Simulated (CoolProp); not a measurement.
Vapour-liquid equilibrium of methanol (1) + hexamethyldisiloxane (MM) (2) at 2.95 bar; x and y are mole fractions of (1).

Computed with CoolProp (multi-fluid Helmholtz-energy mixture model, de Reuck 1993 and Thol 2016; pair parameters Bell 2016).

Give the bubble temperature and the first vapour's composition at x = 0.2, 0.425, 0.5. Is there an azeotrope?

x = 0.2: 114.0 °C, y = 0.556; x = 0.425: 101.6 °C, y = 0.740; x = 0.5: 99.7 °C, y = 0.770. No azeotrope shows between x = 0.05 and 0.95.

Pair parameters are fitted to limited data, so mixtures are less certain than the pure fluids.
